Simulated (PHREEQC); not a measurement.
**Alkaline etch or developer (model solution)**

A solution holds 0.22 mol NaOH and 0.000315 mol Na2SiO3 per kg of water, at 25 °C. Closed to the air; pH follows from the charge balance.

Model: ion-association model, phreeqc.dat, run in PHREEQC.

No solid was allowed to form.

Task: Estimate the pH, activity of water.

Result: pH 13.19; activity of water 0.993.

Task: In which forms is Si present?

Result: H2SiO4-2 71 %, H3SiO4- 29 % of the Si.

Species that the database lacks are ignored.
